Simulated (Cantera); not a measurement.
**Ignition delay**

Mixture: 6.82 % CH₄, 1.16 % C₂H₆, 0.587 % C₃H₈, 17.2 % O₂, 64.7 % N₂, 9.55 % H₂O, equivalence ratio 1.2, at 2.70 bar, adiabatic and at constant volume. Ignition delay is the time to a rise of 400 K.

Cantera simulation using GRI-Mech 3.0 (53 species, 325 reactions); the numbers are that mechanism's predictions, not measurements.

```csv
T0 (K),delay (ms)
1000,39.4
1075,10.2
1150,3.30
1225,1.27
1300,0.537
1375,0.243
1450,0.117
1525,0.0609
1600,0.0340
1675,0.0204
```

The apparent activation energy between 1525 and 1675 K comes out as 160 kJ/mol.
